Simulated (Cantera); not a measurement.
Feed: 1 mol FeS, 3 mol O₂, 2.5 mol N₂, at 11000 Pa.

Method: chemical equilibrium by Gibbs-energy minimisation in Cantera with the NASA 1993 tables (ideal gas, pure condensed phases). Candidate condensed phases: Fe, FeO, FeS, FeSO₄, FeS₂, Fe₂O₃, Fe₂(SO₄)₃, Fe₃O₄, S; 19 gas species. Equilibrium is a limit: real reactors are often held back by kinetics, nucleation or transport. All values below are at 948 K.

Base state: N₂ 0.547, O₂ 0.234, SO₂ 0.141, SO₃ 0.0779, NO 1.51e-5 (mole fractions); condensed: Fe₂O₃(s).

Question: What changes in the equilibrium state with this change: O₂ from 3 to 0.38 mol?

Answer: 
| species | before | after |
|---|---|---|
| N₂ | 0.547 | 0.916 |
| SO₂ | 0.141 | 0.0802 |
| S₂ | <1e-9 | 0.00390 |
| O₂ | 0.234 | <1e-9 |
| SO₃ | 0.0779 | 1.59e-9 |
| S₂O | <1e-9 | 0.000152 |
| NO | 1.51e-5 | <1e-9 |
| Fe₂O₃(s), mol | 0.500 | 0 |
| FeS(s), mol | 0 | 0.759 |
| Fe₃O₄(s), mol | 0 | 0.0804 |
FeS: taken at fixed stoichiometry. Gases not in the tables: S₃ to S₇.
